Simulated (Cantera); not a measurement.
Input: 1 mol Fe2O3, 2.3 mol O2, 0.52 mol CO2, at 1500 Pa.

Method: chemical equilibrium by Gibbs-energy minimisation in Cantera with the NASA 1993 tables (ideal gas, pure condensed phases). Candidate condensed phases: C, Fe, Fe(CO)5, FeO, Fe2O3, Fe3O4; 15 gas species. Equilibrium is a limit: real reactors are often held back by kinetics, nucleation or transport. All values below are at 1575 K.

Base state: O2 0.826, CO2 0.174, O 7.94e-5, CO 2.23e-5 (mole fractions); condensed: Fe3O4(s).

### Question
What changes in the equilibrium state with this change: Fe2O3 replaced by CaCO3?

### Answer
```
species         before    after
-------------  -------  -------
O2               0.826    0.602
CO2              0.174    0.398
O              7.94e-5  6.78e-5
CO             2.23e-5  5.97e-5
Fe3O4(s), mol    0.667        0
CaO(s), mol          0     1.00
```
Further candidate phases: Ca, CaCO3, CaO.
